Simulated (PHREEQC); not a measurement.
# Buffer (model solution)

A solution holds 0.0052 mol HF and 2.5e-05 mol Na2B4O7 per kg of water, at 25 °C. Closed to the air; pH follows from the charge balance.

Model: ion-association model, phreeqc.dat, run in PHREEQC.

No solid was allowed to form.

Estimate the pH, ionic strength.

pH 2.82; ionic strength 0.00163 mol/kgw.

In which forms is F present?

HF 64 %, F- 29 %, BF4- 5.2 %, HF2- 0.8 % of the F.

Real BF4- forms and hydrolyses slowly; the run takes it at equilibrium.
